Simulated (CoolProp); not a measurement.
Aqueous sodium chloride as a coolant, at 6 °C, 1 atm.

Model: Melinder's fits for secondary coolants, in CoolProp.

| mass % | freezing point (°C) | Prandtl number | viscosity (mPa s) | cp (kJ/(kg K)) | density (kg/m³) |
|---|---|---|---|---|---|
| 4.2 | -2.5 | 10.8 | 1.56 | 3.957 | 1031 |
| 5.5 | … | 10.9 | 1.59 | … | 1041 |
| 6.8 | -4.2 | 11.0 | 1.62 | 3.832 | 1051 |
| 8.1 | -5.1 | 11.1 | 1.66 | 3.775 | 1061 |
| 9.4 | -6.1 | 11.2 | 1.71 | 3.723 | 1071 |
| 10.7 | … | 11.4 | 1.75 | 3.674 | 1081 |
| 12 | -8.2 | 11.6 | 1.80 | 3.627 | 1091 |
| 13.3 | -9.3 | 11.8 | 1.86 | 3.584 | 1101 |
| 14.7 | -10.6 | 12.1 | 1.92 | … | 1112 |
| 16 | -11.9 | 12.4 | 1.99 | 3.501 | 1122 |
| 17.3 | -13.3 | 12.8 | 2.06 | 3.464 | 1132 |
| 18.6 | -14.8 | 13.1 | 2.14 | … | 1143 |

Question: Complete the blanks.

Answer: 
- 5.5, freezing point (°C): -3.4
- 5.5, cp (kJ/(kg K)): 3.892
- 10.7, freezing point (°C): -7.1
- 14.7, cp (kJ/(kg K)): 3.540
- 18.6, cp (kJ/(kg K)): 3.429
